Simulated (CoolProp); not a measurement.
Saturation properties of n-pentane (Tc = 469.7 K, pc = 3.368 MPa, ω = 0.251).

Values from CoolProp's reference Helmholtz-energy equation of state, Thol 2019.

```csv
T (K),p (MPa),enthalpy of vaporisation (kJ/kg),vapour viscosity (µPa s)
243.4,?,405.6,5.49
251,0.008025,400.4,5.66
258.6,?,395.1,?
266.1,0.01756,389.9,6.00
273.7,0.02507,384.5,6.17
281.3,0.03500,379.0,6.33
288.9,?,?,6.49
296.5,0.06427,367.7,6.65
304,0.08452,361.9,6.80
311.6,?,355.8,6.95
319.2,0.1408,349.5,7.09
326.8,0.1780,343.0,7.23
334.4,0.2224,336.2,7.37
```

Q: Complete the blanks.

A: 
- 243.4, p (MPa): 0.005180
- 258.6, p (MPa): 0.01206
- 258.6, vapour viscosity (µPa s): 5.83
- 288.9, p (MPa): 0.04787
- 288.9, enthalpy of vaporisation (kJ/kg): 373.4
- 311.6, p (MPa): 0.1099

It boils at 309.2 K under 1 atm.

Viscosity comes from a separate model (Quiñones-Cisneros 2006), older than the equation that it now runs on, and unchecked against measurements.
